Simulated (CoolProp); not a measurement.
Computed with CoolProp (reference Helmholtz-energy equation of state, Lemmon 2006). It is a short technical equation, of lower accuracy than the large ones.

Q: For nitrous oxide, give the phase and the Joule-Thomson coefficient (K/MPa) at 500 K and 0.922 MPa.

A: 
- 500 K and 0.922 MPa: gas; Joule-Thomson coefficient 3.37
